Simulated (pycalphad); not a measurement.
Computed with pycalphad from the COST 507 light-alloy database (1999), at 1 atm. The data set is of 1999 and partly superseded. Phase fractions are per mole of atoms.

Problem. Give the equilibrium state of Mg-4.99Si-7.41Al (at.%) at 600 K.

Solution. hcp, fraction 0.804, with <0.01 Si, 6.8 Al at.%; MG2SI, fraction 0.150, with 33.3 Si, no Al at.%; ALMG_GAMMA, fraction 0.047, with no Si, 40.8 Al at.%.

Problem. Give the equilibrium state of Mg-4.99Si-7.41Al (at.%) at 875 K.

Solution. liquid, fraction 0.880, with 1.1 Si, 8.4 Al at.%; MG2SI, fraction 0.120, with 33.3 Si, no Al at.%.

Database names, with the compositions (at.%) that they take in these runs: MG2SI: Mg 67 Si 33; ALMG_GAMMA: Mg 59 Al 41. An entry "none" or "no" means that the model of the phase leaves that element out.
